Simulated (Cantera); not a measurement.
An adiabatic, constant-pressure homogeneous reactor starts with CH₄ : O₂ : N₂ = 1 : 1.33 : 5.01 (molar parts), equivalence ratio 1.5, at 1073 K and 1.01 bar.

Cantera simulation using GRI-Mech 3.0 (53 species, 325 reactions); the numbers are that mechanism's predictions, not measurements.

Problem. Predict: time of steepest temperature rise; temperature at 2.00 s; equilibrium temperature; x(O₂) at 2.00 s; x(H₂) at 2.00 s; x(O) at 2.00 s; x(HCN) at 2.00 s; x(NO) at 2.00 s.

Solution. 
- time of steepest temperature rise = 0.398 s
- temperature at 2.00 s = 2456 K
- equilibrium temperature = 2456 K
- x(O₂) at 2.00 s = 0.000117 (gas-phase equilibrium 0.000117)
- x(H₂) at 2.00 s = 0.0751 (gas-phase equilibrium 0.0751)
- x(O) at 2.00 s = 0.000126 (gas-phase equilibrium 0.000126)
- x(HCN) at 2.00 s = 1.84e-8 (gas-phase equilibrium 1.84e-8)
- x(NO) at 2.00 s = 0.000447 (gas-phase equilibrium 0.000447)
